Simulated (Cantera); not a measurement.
Feed: 1 mol Si, 1.9 mol CO, 36 mol H2, held at 1000 Pa.

These are equilibrium values from Cantera (NASA tables, ideal gas, pure condensed phases), not measurements of a reactor. Candidate condensed phases: C, C6H6, C7H8, C8H18, H2O, Si, SiC, SiO2; 123 gas species. Mutual solubility and eutectic melting of coexisting phases are not modelled. The tables hold silica as quartz up to 1696 K and as liquid above; real silica turns to tridymite and cristobalite and melts near 1996 K. The numbers say what is thermodynamically allowed, not how fast it happens.

Problem. At 1273 K, list the 4 most abundant gas species with their mole fractions, and the condensed phases.

Solution. H2 0.969, CO 0.0309, CH4 8.82e-5, SiO 1.96e-5. Condensed: C(graphite) + SiC(s) + SiO2(β-quartz).
